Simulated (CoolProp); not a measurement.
The numbers come from the reference Helmholtz-energy equation of state, Thol 2015 in CoolProp.

For octamethylcyclotetrasiloxane (D4), give the phase and the Z, cp (kJ/(kg K)), cv (kJ/(kg K)), isothermal compressibility (1/MPa) at 346.85 °C and 674 kPa.


- 346.85 °C and 674 kPa: gas; Z 0.844, cp 2.10, cv 2.03, isothermal compressibility 1.79
